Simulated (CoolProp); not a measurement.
Vapour-liquid equilibrium of methanol (1) + ethanol (2) at 344.8 K; x and y are mole fractions of (1).

The numbers come from the multi-fluid Helmholtz-energy mixture model, de Reuck 1993 and Schroeder 2014; pair parameters Bell 2016 in CoolProp.

**Question.** Give the bubble pressure and the first vapour's composition at x = 0.425, 0.575, 0.725. Is there an azeotrope?

**Answer.** x = 0.425: 0.1002 MPa, y = 0.549; x = 0.575: 0.1083 MPa, y = 0.691; x = 0.725: 0.1168 MPa, y = 0.816. No azeotrope shows between x = 0.05 and 0.95.

The pair parameters rest on a limited set of measurements; away from them the model extrapolates.
